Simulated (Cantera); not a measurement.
An isothermal, constant-pressure homogeneous reactor starts with 6.67 % C2H6, 93.3 % H2, at 1375 K and 0.987 atm.

Cantera simulation using GRI-Mech 3.0 (53 species, 325 reactions); the numbers are that mechanism's predictions, not measurements. GRI-Mech 3.0 stops at C3 and has no aromatics, soot or wall deposition, so with more carbon than oxygen in the feed, carbon stays in small species such as C2H2 where larger ones or solid carbon would form.

One state of this run: x C2H6 = 0.000437; x H2 = 0.917; x H = 1.45e-5; x C2H2 = 0.0189; x C2H4 = 0.0227; x CH4 = 0.0411. x: mole fraction; the columns are a selection and need not sum to one.

Problem. Which value of t (s) does it belong to?
A) 0.0158
B) 0.218
C) 0.00115
D) 0.0379

Solution. D, 0.0379
